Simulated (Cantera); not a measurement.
Charge: 1 mol CH₃SiH₃, 3.8 mol H₂, equilibrated at 2025 K and 0.825 Torr.

Cantera's Mixture.equilibrate('TP', solver="vcs", rtol=1e-11, max_steps=5000) on the NASA tables stopped like this:

```
ERROR: FAILURE its = 5001!

*******************************************************************************
CanteraError thrown by MultiPhase::equilibrate:
VCS solver failed. Return code: -1
*******************************************************************************
```

What got this run through?

This is not unique; one that fits is The failure is numerical, not chemical. The same input converged with solver="gibbs", rtol=1e-10, max_steps=50000, and the result passed a check of the equilibrium conditions:
```
       temperature   2025 K
          pressure   110 Pa
           density   1.358e-05 kg/m^3
  mean mol. weight   2.0785 kg/kmol
   phase of matter   gas

                          1 kg             1 kmol
                     ---------------   ---------------
          enthalpy        3.2187e+07        6.6902e+07  J
   internal energy        2.4087e+07        5.0065e+07  J
           entropy        1.1829e+05        2.4588e+05  J/K
    Gibbs function       -2.0736e+08         -4.31e+08  J
 heat capacity c_p             16130             33528  J/K
 heat capacity c_v             12130             25213  J/K

                      mass frac. Y      mole frac. X     chem. pot. / RT
                     ---------------   ---------------   ---------------
               C2H         1.248e-05        1.0364e-06           -18.781
    C2H2,acetylene          0.010649        0.00085011           -31.979
                 H          0.027276          0.056244           -13.198
                H2           0.91114           0.93941           -26.395
                Si          0.042958         0.0031793           -8.7691
              SiC2         0.0037017        0.00014766           -14.353
               SiH        0.00091583        6.5432e-05           -21.967
              SiH2        9.9854e-05        6.8952e-06           -35.164
               Si2         5.678e-05        2.1011e-06           -17.538
              Si2C         0.0031727        9.6723e-05            -20.33
     [  +77 minor]        1.8965e-05        1.5014e-06

C(gr)             1.05336e-02 mol
Si(L)             0.00000e+00 mol
SiC(b)            9.74742e-01 mol
```

The gas is ideal and each condensed phase is pure. The feed counts by its element totals alone.
